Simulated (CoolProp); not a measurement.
R11 along the isotherm 260 K: fugacity coefficient from the reference equation and from simpler models built on Tc = 471.1 K, pc = 44.08 bar, ω = 0.189; each cubic takes its own stable root.

The numbers come from the reference Helmholtz-energy equation of state, Jacobsen 1992 in CoolProp.

| p (bar) | phase | reference |
|---|---|---|
| 0.0697 | gas | 0.9960 |
| 0.118 | gas | 0.9932 |
| 0.198 | gas | 0.9885 |
| 0.335 | liquid | 0.6517 |
| 0.565 | liquid | 0.3868 |
| 0.954 | liquid | 0.2294 |
| 1.61 | liquid | 0.1363 |
| 2.72 | liquid | 0.08105 |
| 4.59 | liquid | 0.04840 |
| 7.74 | liquid | 0.02907 |
| 13.1 | liquid | 0.01755 |
| 22 | liquid | 0.01084 |

**Question.** How far does each simpler model (van der Waals, Redlich-Kwong, Soave-Redlich-Kwong) lie from the reference over these 12 states: mean and median of the absolute difference, and the worst?

**Answer.** 
- van der Waals: mean 473.5 %, median 463.8 %, worst +937.8 % at 260 K and 22 bar
- Redlich-Kwong: mean 44.6 %, median 60.1 %, worst +61.0 % at 260 K and 22 bar
- Soave-Redlich-Kwong: mean 0.7 %, median 0.9 %, worst -1.0 % at 260 K and 0.335 bar

At some of these states van der Waals, Redlich-Kwong gives the other phase, because its saturation line lies elsewhere.
